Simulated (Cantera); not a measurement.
An adiabatic, constant-volume homogeneous reactor starts with C₂H₄ : O₂ : N₂ : H₂O = 1 : 4.92 : 18.5 : 0.95 (molar parts), at 1823 K and 5.03 atm. Integrator tolerance rtol = 1e-08.

Model: GRI-Mech 3.0 (53 species, 325 reactions), integrated in Cantera. GRI-Mech 3.0 was tuned for natural gas; its chemistry of ethylene as a main component is partial and can be far from experiment.

What does this change do: H2O 0.95 to 1.8 parts?


| quantity | before | after |
|---|---|---|
| time of steepest temperature rise | 2.69 µs | 2.64 µs |
| temperature at 10.0 s | 2957 K | 2918 K |
| equilibrium temperature | 2957 K | 2918 K |
| x(C₂H₄) at 10.0 s | <1e-12 (gas-phase equilibrium <1e-12) | <1e-12 (gas-phase equilibrium <1e-12) |
| x(O₂) at 10.0 s | 0.0661 (gas-phase equilibrium 0.0661) | 0.0642 (gas-phase equilibrium 0.0642) |
| x(H₂O) at 10.0 s | 0.0962 (gas-phase equilibrium 0.0962) | 0.123 (gas-phase equilibrium 0.123) |
| x(CH₂O) at 10.0 s | 3.63e-10 (gas-phase equilibrium 3.63e-10) | 3.61e-10 (gas-phase equilibrium 3.61e-10) |
| x(C₂H₆) at 10.0 s | <1e-12 (gas-phase equilibrium <1e-12) | <1e-12 (gas-phase equilibrium <1e-12) |
| x(HCO) at 10.0 s | 4.85e-8 (gas-phase equilibrium 4.85e-8) | 4.19e-8 (gas-phase equilibrium 4.19e-8) |

What does this change do: initial temperature 1823 to 1175 K?


| quantity | before | after |
|---|---|---|
| time of steepest temperature rise | 2.69 µs | 1.10 ms |
| temperature at 10.0 s | 2957 K | 2662 K |
| equilibrium temperature | 2957 K | 2662 K |
| x(C₂H₄) at 10.0 s | <1e-12 (gas-phase equilibrium <1e-12) | <1e-12 (gas-phase equilibrium <1e-12) |
| x(O₂) at 10.0 s | 0.0661 (gas-phase equilibrium 0.0661) | 0.0675 (gas-phase equilibrium 0.0675) |
| x(H₂O) at 10.0 s | 0.0962 (gas-phase equilibrium 0.0962) | 0.109 (gas-phase equilibrium 0.109) |
| x(CH₂O) at 10.0 s | 3.63e-10 (gas-phase equilibrium 3.63e-10) | 4.77e-11 (gas-phase equilibrium 4.77e-11) |
| x(C₂H₆) at 10.0 s | <1e-12 (gas-phase equilibrium <1e-12) | <1e-12 (gas-phase equilibrium <1e-12) |
| x(HCO) at 10.0 s | 4.85e-8 (gas-phase equilibrium 4.85e-8) | 4.99e-9 (gas-phase equilibrium 4.99e-9) |
